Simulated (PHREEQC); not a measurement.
A column of 0.5 m (30 cells, dispersivity 0.018 m, 60 s a shift, diffusion coefficient 3e-10 m²/s) holds 0.034 eq of the database's cation exchanger X per kg of pore water, first in equilibrium with 0.0038 mol/kgw BaCl2, 0.042 mol/kgw MgCl2 and 1e-05 mol/kgw HCl. It is flushed with 26 mmol/kgw BaCl2 and 0.01 mmol/kgw HCl, at 40 °C. Values are for the last cell. CO2 from the air is kept out. No solid was allowed to form.

Model: ion-association model, phreeqc.dat, run in PHREEQC.

### Question
Predict Mg in solution (mol/kgw), Ba in solution (mol/kgw), BaX2 on the exchanger (mol/kgw) at pore volumes = 0.55, 1.217, 2.283, 2.95.

### Answer
```
pore volumes  Mg in solution (mol/kgw)  Ba in solution (mol/kgw)  BaX2 on the exchanger (mol/kgw)
------------  ------------------------  ------------------------  -------------------------------
0.55                            0.0417                   0.00378                          0.00253
1.217                           0.0243                   0.00557                          0.00522
2.283                          0.00111                    0.0249                           0.0166
2.95                           7.01e-5                    0.0259                           0.0170
```

Complexes and solids missing from the database can't appear. At this temperature some constants are extrapolated from 25 °C, and those without enthalpy data are left unchanged.
